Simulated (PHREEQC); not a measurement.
Make-up at 25 °C: 0.00057 mol H2S, 0.00013 mol NaHCO3 and 0.0028 mol ZnCl2 per kg of water. Closed to the air; pH follows from the charge balance.

Equilibrium calculation in PHREEQC: ion-association model, phreeqc.dat.

Q: The ionic strength comes out as 0.00808 mol/kgw. What activity coefficients do Cl-, ZnCl+, Na+, Zn+2, H+ get?

A: Cl- 0.91, ZnCl+ 0.91, Na+ 0.91, Zn+2 0.69, H+ 0.92.

This is a speciation only: nothing precipitates in the calculation. Examples of supersaturated solids here: Sphalerite (slow to form). Others may be too. Complexes and solids missing from the database can't appear.
